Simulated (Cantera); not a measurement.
A perfectly stirred reactor is fed with N2O : N2 = 1 : 0.59 (molar parts), at 0.0267 bar; it is held at 1425 K, and followed from long to short residence time.

Detailed kinetics in Cantera: GRI-Mech 3.0 (53 species, 325 reactions). GRI-Mech 3.0 was tuned for natural gas; its chemistry of N2O as a main component is partial and can be far from experiment. Radical loss at walls, strong at low pressure, is not modelled. The temperature is held fixed by assumption; the heat of reaction is taken as removed at once.

Q: What does this change do: temperature 1425 to 1225 K?

A: 
```
quantity                before     after
---------------------  -------  --------
x(N2O) at τ = 2.00 s     0.248     0.588
x(NO2) at τ = 2.00 s   1.59e-5   8.84e-7
x(O2) at τ = 2.00 s      0.115    0.0136
x(NO) at τ = 2.00 s     0.0605   0.00354
x(N2) at τ = 2.00 s      0.577     0.394
x(N2O) at τ = 93.0 ms    0.587     0.627
x(NO2) at τ = 93.0 ms  1.03e-6   1.09e-8
x(O2) at τ = 93.0 ms    0.0127  0.000672
x(NO) at τ = 93.0 ms   0.00672  0.000175
x(N2) at τ = 93.0 ms     0.394     0.372
```
The mechanism lacks the step 2 NO + O2 → 2 NO2, which can matter for NO2 below about 1400 K.

Q: What does this change do: pressure from 0.0267 bar to 1.00 bar?

A: 
| quantity | before | after |
|---|---|---|
| x(N2O) at τ = 2.00 s | 0.248 | 0.0179 |
| x(NO2) at τ = 2.00 s | 1.59e-5 | 0.000279 |
| x(O2) at τ = 2.00 s | 0.115 | 0.213 |
| x(NO) at τ = 2.00 s | 0.0605 | 0.0376 |
| x(N2) at τ = 2.00 s | 0.577 | 0.731 |
| x(N2O) at τ = 93.0 ms | 0.587 | 0.198 |
| x(NO2) at τ = 93.0 ms | 1.03e-6 | 0.000409 |
| x(O2) at τ = 93.0 ms | 0.0127 | 0.135 |
| x(NO) at τ = 93.0 ms | 0.00672 | 0.0558 |
| x(N2) at τ = 93.0 ms | 0.394 | 0.610 |
